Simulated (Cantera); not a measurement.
Input (Python, Cantera):

```python
import numpy as np
import cantera as ct

gas = ct.Solution("gri30.yaml")
gas.TPX = 1400, 85, {'C3H8': 1, 'H2': 94}
reactor = ct.IdealGasConstPressureReactor(gas, energy="off", clone=False)
net = ct.ReactorNet([reactor])
net.rtol, net.atol = 1e-08, 1e-18
show = ['C3H8', 'H2', 'C2H', 'CH2', 'CH3', 'C2H4']
times = np.geomspace(0.0003, 200, 11)

steps = ct.SolutionArray(gas, extra=["t"])
rows = []
print(f"{'t/s':>10s}{'T/K':>9s}{'P/Pa':>11s}" + "".join(f"{s:>11s}" for s in show))
for t in times:
    while net.time < t:
        t_next = net.step()
        steps.append(gas.state, t=t_next)
    rows.append([np.interp(t, steps.t, y) for y in (steps.T, steps.P, *steps(*show).X.T)])
    print(f"{t:10.3e}{rows[-1][0]:9.1f}{rows[-1][1]:11.4g}" + "".join(f"{x:11.3e}" for x in rows[-1][2:]))
rate = np.gradient(steps.T, steps.t)
print("integrator steps:", len(steps.t))
if steps.T.max() > steps.T[0] + 200:
    print(f"time of steepest temperature rise: {steps.t[rate.argmax()]:.4e} s")
gas.TPX = 1400, 85, {'C3H8': 1, 'H2': 94}
gas.equilibrate("TP")
print(f"equilibrium (TP): T = {gas.T:.1f} K  " + "  ".join(f"{s} {gas[s].X[0]:.3e}" for s in show))
```

It prints:

```
       t/s      T/K       P/Pa       C3H8         H2        C2H        CH2        CH3       C2H4
 3.000e-04   1400.0         85  1.049e-02  9.894e-01  1.275e-19  1.471e-11  3.278e-05  5.375e-06
 1.147e-03   1400.0         85  1.036e-02  9.892e-01  2.165e-16  1.300e-09  1.236e-04  7.748e-05
 4.384e-03   1400.0         85  9.418e-03  9.880e-01  3.605e-13  7.530e-08  5.507e-04  8.776e-04
 1.676e-02   1400.0         85  3.146e-03  9.802e-01  2.595e-10  7.583e-07  1.078e-03  6.399e-03
 6.407e-02   1400.0         85  2.287e-06  9.770e-01  3.680e-09  2.908e-07  3.421e-04  6.893e-03
 2.449e-01   1400.0         85  4.930e-11  9.778e-01  3.532e-09  6.391e-08  1.523e-04  3.856e-03
 9.364e-01   1400.0         85  1.243e-11  9.782e-01  2.482e-09  1.633e-08  7.522e-05  1.446e-03
 3.580e+00   1400.0         85  4.280e-12  9.784e-01  1.910e-09  7.316e-09  4.990e-05  1.789e-04
 1.369e+01   1400.0         85  2.901e-12  9.784e-01  1.696e-09  5.509e-09  4.306e-05  1.288e-05
 5.232e+01   1400.0         85  1.798e-12  9.786e-01  1.430e-09  3.771e-09  3.518e-05  1.164e-05
 2.000e+02   1400.0         85  1.210e-12  9.789e-01  1.339e-09  2.947e-09  3.019e-05  1.096e-05
integrator steps: 1173
equilibrium (TP): T = 1400.0 K  C3H8 2.930e-16  H2 9.844e-01  C2H 2.486e-09  CH2 1.138e-10  CH3 9.315e-07  C2H4 1.045e-05
```

Detailed kinetics in Cantera: GRI-Mech 3.0 (53 species, 325 reactions). GRI-Mech 3.0 was tuned for natural gas; its chemistry of propane as a main component is partial and can be far from experiment. GRI-Mech 3.0 stops at C3 and has no aromatics, soot or wall deposition, so with more carbon than oxygen in the feed, carbon stays in small species such as C2H2 where larger ones or solid carbon would form. Radical loss at walls, strong at low pressure, is not modelled.
